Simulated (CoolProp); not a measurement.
Vapour-liquid equilibrium of propylene (1) + dimethyl ether (2) at 0.335 bar; x and y are mole fractions of (1).

The numbers come from the multi-fluid Helmholtz-energy mixture model, Lemmon 2013 and Wu 2011; pair parameters Bell 2016 in CoolProp.

```
x     bubble temperature, mixture model (°C)  bubble temperature, Raoult's law (°C)  y, mixture model  y, Raoult's law
----  --------------------------------------  -------------------------------------  ----------------  ---------------
0.05                                   -50.1                                  -49.3             0.173            0.140
0.2                                    -56.0                                  -54.1             0.497            0.447
0.35                                   -60.1                                  -58.0             0.671            0.644
0.5                                    -63.0                                  -61.3             0.780            0.776
0.65                                   -65.2                                  -64.1             0.857            0.869
0.8                                    -67.1                                  -66.5             0.921            0.936
0.95                                   -68.8                                  -68.7             0.980            0.986
```

The largest gap from Raoult's law is -2.1 K in bubble temperature, at x = 0.35. No azeotrope shows between x = 0.05 and 0.95.

The pair parameters rest on a limited set of measurements; away from them the model extrapolates.
